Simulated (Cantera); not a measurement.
Mixture: CH4 : CO : O2 : N2 = 1 : 1.4 : 6.28 : 23.6 (molar parts), at 16500 Torr, adiabatic and at constant volume. Ignition delay is the time to a rise of 400 K.

Computed with Cantera and GRI-Mech 3.0 (53 species, 325 reactions). The pressure lies above the range GRI-Mech 3.0 was tuned for (to about 10 atm).

What does this change do: pressure from 16500 Torr to 278 Torr?


```
quantity                                                before       after
--------------------------------------------------  ----------  ----------
delay at 1175 K                                        2.99 ms     67.9 ms
delay at 1250 K                                        1.02 ms     22.1 ms
delay at 1325 K                                       0.396 ms     8.49 ms
delay at 1400 K                                       0.171 ms     3.86 ms
delay at 1475 K                                        81.2 µs     2.01 ms
delay at 1550 K                                        41.9 µs     1.15 ms
delay at 1625 K                                        23.2 µs    0.700 ms
apparent activation energy between 1475 and 1625 K  170 kJ/mol  140 kJ/mol
```
